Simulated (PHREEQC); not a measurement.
PHREEQC input (ion-association model, phreeqc.dat):

```
SOLUTION 0
  temp 15
  units mmol/kgw
  pH 7 charge
  S(6) 74
  Na 148
  Cl 0.01
  O(0) 1 O2(g) -0.68
SOLUTION 1-30
  temp 15
  units mmol/kgw
  pH 7 charge
  Br 25
  K 25
  Cl 0.01
  O(0) 1 O2(g) -0.68
END
EXCHANGE 1-30
  X 0.36
  -equilibrate 1
END
SELECTED_OUTPUT 1
  -reset false
  -pH true
  -pe true
  -ionic_strength true
  -water true
  -step true
  -totals Br Cl K Na S S(-2) S(6)
  -molalities NaX KX
  -saturation_indices Halite Sylvite
PRINT
  -reset false
TRANSPORT
  -cells 30
  -shifts 210
  -lengths 0.00666667
  -time_step 720
  -dispersivities 0.01
  -boundary_conditions flux flux
  -correct_disp true
  -punch_cells 30
  -punch_frequency 7
END
```

Selected output (columns that matter, 9 of 31 rows; pore volumes added in front):

```
pore volumes	pH	mu	Br	K	Na	S	m_NaX	m_KX	si_Halite	si_Sylvite
0	5.0541	0.02501	0.025	0.025	0	0	0	0.36	-1000	-7.5836
0.95	5.3764	0.11247	0.012573	0.08204	0.0040982	0.036783	0.0033831	0.35662	-9.1973	-7.2001
1.8833	5.4989	0.19407	0.00034167	0.080604	0.065715	0.072989	0.04844	0.31156	-8.0447	-7.2699
2.5833	5.5023	0.19675	1.2554e-05	0.058216	0.089722	0.073963	0.08178	0.27822	-7.9109	-7.413
3.5167	5.5031	0.19724	1.252e-07	0.041155	0.10684	0.074	0.11922	0.24078	-7.8353	-7.5639
4.45	5.5036	0.19749	1.1554e-09	0.031028	0.11697	0.074	0.15058	0.20942	-7.7962	-7.6867
5.15	5.5038	0.19762	3.3792e-11	0.025741	0.12226	0.074	0.17111	0.18889	-7.777	-7.768
6.0833	5.504	0.19774	3.0176e-13	0.02049	0.12751	0.074	0.19539	0.16461	-7.7588	-7.8671
7.0167	5.5042	0.19784	2.6838e-15	0.016569	0.13143	0.074	0.21674	0.14326	-7.7457	-7.9595
```
